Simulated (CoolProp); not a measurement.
Vapour-liquid equilibrium of CH2F2 (R32) (1) + fluoroethane (R161) (2) at 62.4 kPa; x and y are mole fractions of (1).

Values from CoolProp's multi-fluid Helmholtz-energy mixture model, Tillner-Roth 1997 and Wu 2012; pair parameters Bell 2016.

| x | bubble temperature, mixture model (°C) | bubble temperature, Raoult's law (°C) | y, mixture model | y, Raoult's law |
|---|---|---|---|---|
| 0.05 | -49.0 | -48.5 | 0.114 | 0.095 |
| 0.15 | -51.3 | -50.3 | 0.290 | 0.261 |
| 0.25 | -53.1 | -51.9 | ? | 0.401 |
| 0.35 | -54.6 | -53.4 | 0.528 | 0.520 |
| 0.45 | ? | -54.7 | 0.619 | 0.623 |
| 0.55 | -56.9 | -56.0 | ? | 0.712 |
| 0.65 | ? | -57.2 | 0.772 | 0.790 |
| 0.75 | -58.8 | -58.3 | 0.841 | 0.859 |
| 0.85 | ? | -59.3 | 0.906 | 0.920 |
| 0.95 | ? | -60.3 | 0.969 | 0.975 |

Q: Complete the blanks.

A: 
- 0.25, y, mixture model: 0.422
- 0.45, bubble temperature, mixture model (°C): -55.8
- 0.55, y, mixture model: 0.699
- 0.65, bubble temperature, mixture model (°C): -57.9
- 0.85, bubble temperature, mixture model (°C): -59.6
- 0.95, bubble temperature, mixture model (°C): -60.4

The largest gap from Raoult's law is -1.2 K in bubble temperature, at x = 0.35. No azeotrope shows between x = 0.05 and 0.95.

Pair parameters are fitted to limited data, so mixtures are less certain than the pure fluids.
